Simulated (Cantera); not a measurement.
Cantera run:

```python
import numpy as np
import cantera as ct

gas_names = """
    N NO NO2 NO3 N2 N2O O O2 O3 S SN SO SO2 SO3 S2 S2O S8
""".split()
cond_names = """
    S(cr1) S(cr2) S(L)
""".split()


# ... load() reads the species with a 1 bar reference pressure and builds the phases ...
atoms = {
    'N2O': {'N': 2, 'O': 1},
    'SO2': {'S': 1, 'O': 2},
    'N2': {'N': 2},
}
top_T = {}  # K; cautious upper limits of use, not melting points


# ... equilibrate(T, P, feed) seeds the gas with the atoms and calls Mixture.equilibrate('TP', solver="vcs", rtol=1e-11, max_steps=5000) ...
results = []
feed = {'N2O': 1, 'SO2': 0.012, 'N2': 0.0024}  # mol
P = 28  # Pa
for T in [600, 750, 900, 1050, 1200, 1350, 1500, 1650, 1800, 1950, 2100]:
    mix = equilibrate(T, P, feed)
    results.append((T, P, feed, dict(zip(mix.species_names, mix.species_moles))))

top = {s: max(r[3][s] / sum(r[3][g] for g in gas_names) for r in results) for s in gas_names}
cols = sorted((s for s in top if top[s] > 0.001), key=lambda s: -top[s])[:8]
seen = [c for c in cond_names if any(r[3].get(c, 0) > 1e-12 for r in results)]
print("log10 of partial pressures in bar; condensed amounts in mol")
print(f"{'T/K':>10s}" + "".join(f"{s[:9]:>10s}" for s in cols + seen))
for T, P, feed, n in results:
    ng = sum(n[g] for g in gas_names)
    print(f"{T:10.4g}" + "".join(f"{np.log10(max(n[s] / ng * P / 1e5, 1e-99)):10.3f}" for s in cols)
          + "".join(f"{n.get(c, 0):10.4g}" for c in seen))
```

It prints:

```
log10 of partial pressures in bar; condensed amounts in mol
       T/K        N2        O2         O        NO       SO2       SO3
       600    -3.730    -4.038   -20.589   -11.180    -7.329    -5.661
       750    -3.731    -4.036   -16.212    -9.589    -5.929    -5.981
       900    -3.732    -4.034   -13.286    -8.528    -5.681    -6.873
      1050    -3.732    -4.034   -11.192    -7.770    -5.658    -7.661
      1200    -3.732    -4.034    -9.618    -7.201    -5.655    -8.262
      1350    -3.732    -4.035    -8.392    -6.759    -5.654    -8.728
      1500    -3.733    -4.035    -7.410    -6.406    -5.654    -9.099
      1650    -3.733    -4.037    -6.605    -6.117    -5.654    -9.401
      1800    -3.735    -4.041    -5.935    -5.878    -5.656    -9.654
      1950    -3.738    -4.053    -5.372    -5.682    -5.662    -9.876
      2100    -3.746    -4.083    -4.898    -5.526    -5.681   -10.089
```

Method: chemical equilibrium by Gibbs-energy minimisation in Cantera with the NASA 1993 tables (ideal gas, pure condensed phases).
